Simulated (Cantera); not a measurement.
Charge: 1 mol SiH₂Cl₂, 2.2 mol N₂, equilibrated at 0.0133 bar.

Cantera equilibrium calculation (NASA polynomials, part measured and part estimated; ideal gas, pure solids and liquids). Candidate condensed phases: NH₄Cl, Si, Si₃N₄; 28 gas species. N₂ is the only nitrogen source here; it is nearly inert below about 1500 K, so the nitride shown seldom forms there in practice. Kinetics and transport are ignored.

Over these rows the condensed part is Si₃N₄(s). Partial pressures as log10 of bar:

```csv
T (K),1000/T (1/K),log p SiCl₄,log p N₂,log p HCl,log p H₂,log p SiCl₂
1498,0.6676,-3.77,-2.19,-2.42,-2.77,-3.00
1548,0.6460,-4.10,-2.19,-2.48,-2.73,-2.86
1598,0.6258,-4.49,-2.18,-2.55,-2.70,-2.76
1648,0.6068,?,-2.18,-2.62,-2.66,-2.70
1698,0.5889,-5.31,-2.18,-2.70,-2.63,-2.65
1748,0.5721,-5.72,-2.17,-2.79,-2.60,-2.62
```

Q: Fit log p(SiCl₄) = a + b·(1000/T) to the five rows, give the apparent enthalpy, and predict the row at 1648 K.

A: Means: 1000/T = 0.6201, log p = -4.678. Sxy = 0.128906, Sxx = 0.0062370, so b = 20.67 and a = -4.678 − (20.67)×0.6201 = -17.50.
Apparent enthalpy: −19.145 × (20.67) = -396 kJ/mol. With the condensed phases at unit activity, 2/3 N₂(g) + 2 SiCl₂(g) = SiCl₄(g) + 1/3 Si₃N₄(s) links this pressure to the main gases: over the six rows their terms move log p by +0.77 in all, so the slope isn't that reaction's ΔH° alone. The five rows lie within 0.07 of the line.
Prediction at 1648 K: -17.50 + (20.67)×0.6068 = -4.96. The computed value is -4.90, 0.06 from the line.
